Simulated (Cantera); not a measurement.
A perfectly stirred reactor is fed with 26.8 % CH4, 48.3 % H2O, 21.2 % H2, 3.75 % N2, at 5.00 bar; it is held at 1775 K, and followed from long to short residence time.

Cantera simulation using GRI-Mech 3.0 (53 species, 325 reactions); the numbers are that mechanism's predictions, not measurements.

One state of this run: x CH4 = 0.0841; x H2O = 0.374; x H2 = 0.427; x C2H6 = 8.20e-5; x CO = 0.0220. x: mole fraction; the columns are a selection and need not sum to one.

Which value of τ (s) does it belong to?
A. 0.043
B. 0.0046
C. 0.014
D. 0.0015

C, 0.014
